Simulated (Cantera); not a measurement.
Input (Python, Cantera) and output of one run.

```python
import numpy as np
import cantera as ct

gas_names = """
    Electron H H+ H- HO2 H2 H2+ H2- H2O H2O+ H2O2 H3O+ O O+ O- OH OH+ OH- O2 O2+ O2- O3 P P+ PH PH3 PO
    PO2 P2 P4 P4O10
""".split()
cond_names = """
    H2O(s) H2O(L) P(cr) P(L) P4O10(s)
""".split()


# ... load() reads the species with a 1 bar reference pressure and builds the phases ...
atoms = {
    'PH3': {'P': 1, 'H': 3},
    'O2': {'O': 2},
}
top_T = {'P4O10(s)': 690}  # K; cautious upper limits of use, not melting points


# ... equilibrate(T, P, feed) seeds the gas with the atoms and calls Mixture.equilibrate('TP', solver="vcs", rtol=1e-11, max_steps=5000) ...
results = []
feed = {'PH3': 1, 'O2': 1.4}  # mol
P = 133.322  # Pa
for T in [2000, 2250, 2500, 2750, 3000, 3250, 3500, 3750, 4000, 4250, 4500, 4750, 5000]:
    mix = equilibrate(T, P, feed)
    results.append((T, P, feed, dict(zip(mix.species_names, mix.species_moles))))

top = {s: max(r[3][s] / sum(r[3][g] for g in gas_names) for r in results) for s in gas_names}
cols = sorted((s for s in top if top[s] > 1e-06), key=lambda s: -top[s])[:7]
seen = [c for c in cond_names if any(r[3].get(c, 0) > 1e-12 for r in results)]
print("log10 of partial pressures in bar; condensed amounts in mol")
print(f"{'T/K':>10s}" + "".join(f"{s[:9]:>10s}" for s in cols + seen))
for T, P, feed, n in results:
    ng = sum(n[g] for g in gas_names)
    print(f"{T:10.4g}" + "".join(f"{np.log10(max(n[s] / ng * P / 1e5, 1e-99)):10.3f}" for s in cols)
          + "".join(f"{n.get(c, 0):10.4g}" for c in seen))
```

Result:

```
log10 of partial pressures in bar; condensed amounts in mol
       T/K         H         O       H2O       PO2        H2        PO         P
      2000    -4.602    -6.357    -3.269    -3.395    -3.627    -3.907    -7.355
      2250    -3.970    -4.896    -3.335    -3.449    -3.682    -3.858    -7.008
      2500    -3.481    -3.987    -3.686    -3.678    -3.764    -3.746    -6.396
      2750    -3.234    -3.553    -4.593    -4.196    -4.139    -3.674    -5.601
      3000    -3.182    -3.409    -5.874    -4.912    -4.760    -3.680    -4.786
      3250    -3.188    -3.345    -7.121    -5.711    -5.389    -3.821    -4.172
      3500    -3.210    -3.295    -8.229    -6.625    -5.963    -4.166    -3.861
      3750    -3.224    -3.272    -9.199    -7.619    -6.449    -4.646    -3.753
      4000    -3.228    -3.264   -10.047    -8.581    -6.862    -5.145    -3.722
      4250    -3.230    -3.262   -10.795    -9.460    -7.221    -5.611    -3.713
      4500    -3.230    -3.261   -11.461   -10.252    -7.539    -6.034    -3.711
      4750    -3.231    -3.261   -12.057   -10.966    -7.823    -6.418    -3.713
      5000    -3.232    -3.262   -12.595   -11.615    -8.080    -6.768    -3.717
```

Method: chemical equilibrium by Gibbs-energy minimisation in Cantera with the NASA 1993 tables (ideal gas, pure condensed phases). Gases not in the tables: HPO2, HPO3 and P4O6.
